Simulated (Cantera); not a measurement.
Feed: 1 mol SiCl4, 10 mol NO, 4.9 mol N2, at 33.0 mbar.

Cantera equilibrium calculation (NASA polynomials, part measured and part estimated; ideal gas, pure solids and liquids). Candidate condensed phases: Si, SiO2, Si2N2O, Si3N4; 23 gas species. The numbers say what is thermodynamically allowed, not how fast it happens.

**Question.** At 725 °C, list the 5 most abundant gas species with their mole fractions, and the condensed phases.

**Answer.** N2 0.622, O2 0.251, Cl2 0.125, Cl 0.000735, NO 2.98e-5. Condensed: SiO2(β-quartz).
